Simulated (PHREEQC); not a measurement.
Phosphoric acid bath: an equilibrium model

Solution (25 °C): 0.0012 mol KH2PO4, 5.5e-05 mol HCl and 0.00084 mol H3AsO4 per kg of water. Closed to the air; pH follows from the charge balance.

Computed with PHREEQC (ion-association model, wateq4f.dat).

No solid was allowed to form.

Question: Predict the pH.

Answer: pH 3.18.

Question: In which forms is As present?

Answer: H2AsO4- 89 %, H3AsO4 11 % of the As.

Complexes and solids missing from the database can't appear. H3PO4, which wateq4f.dat lacks, is added to it with the constant of phreeqc.dat.
